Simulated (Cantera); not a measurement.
A perfectly stirred reactor is fed with H₂ : O₂ : N₂ = 0.29 : 1 : 0.67 (molar parts), at 7.28 Torr; it is held at 1175 K, and followed from long to short residence time.

Model: GRI-Mech 3.0 (53 species, 325 reactions), integrated in Cantera. Radical loss at walls, strong at low pressure, is not modelled. The temperature is held fixed by assumption; the heat of reaction is taken as removed at once.

Question: Predict: x(H₂) at τ = 16.0 s; x(O₂) at τ = 16.0 s; x(OH) at τ = 16.0 s; x(H₂O) at τ = 16.0 s; x(H₂) at τ = 93.0 ms; x(O₂) at τ = 93.0 ms; x(OH) at τ = 93.0 ms; x(H₂O) at τ = 93.0 ms.

Answer: x(H₂) at τ = 16.0 s: 0.000167
x(O₂) at τ = 16.0 s: 0.470
x(OH) at τ = 16.0 s: 0.000852
x(H₂O) at τ = 16.0 s: 0.159
x(H₂) at τ = 93.0 ms: 0.00399
x(O₂) at τ = 93.0 ms: 0.456
x(OH) at τ = 93.0 ms: 0.00435
x(H₂O) at τ = 93.0 ms: 0.144
